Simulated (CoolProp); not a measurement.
The fluid at 256.05 K and 4.03 MPa flows at 4.2 m/s in a round tube of 25 mm bore and 45 µm roughness, fully developed (64/Re and Nu = 3.66 if laminar; Colebrook and Gnielinski if turbulent). The same conditions are run with several fluids, on thermodynamics alone (safety and materials aside).

The numbers come from the reference Helmholtz-energy equation of state of each fluid (carbon dioxide: Span 1996; R123: Younglove 1994; R236EA: Rui 2013; C3F8 (R218): Lemmon 2006; R142b: Lemmon 2006) in CoolProp.

**Question.** Rank carbon dioxide, R123, R236EA, C3F8 (R218), R142b by Reynolds number, highest first.

**Answer.** carbon dioxide (786000), C3F8 (R218) (469000), R142b (329000), R123 (224000), R236EA (206000)

```json
[
 {"fluid": "carbon dioxide", "Darcy friction factor": "0.0230", "pressure drop (Pa/m)": "8350", "heat-transfer coefficient (W/(m² K))": "17900", "mass flow (kg/h)": "7620"},
 {"fluid": "R123", "Darcy friction factor": "0.0236", "pressure drop (Pa/m)": "13100", "heat-transfer coefficient (W/(m² K))": "6160", "mass flow (kg/h)": "11700"},
 {"fluid": "R236EA", "Darcy friction factor": "0.0237", "pressure drop (Pa/m)": "13100", "heat-transfer coefficient (W/(m² K))": "6720", "mass flow (kg/h)": "11600"},
 {"fluid": "C3F8 (R218)", "Darcy friction factor": "0.0232", "pressure drop (Pa/m)": "12700", "heat-transfer coefficient (W/(m² K))": "7420", "mass flow (kg/h)": "11500"},
 {"fluid": "R142b", "Darcy friction factor": "0.0234", "pressure drop (Pa/m)": "10100", "heat-transfer coefficient (W/(m² K))": "8010", "mass flow (kg/h)": "9050"}
]
```

Transport values come from each fluid's own correlations; those of R236EA, C3F8 (R218), R142b are estimates that may be off by 10 % or more.
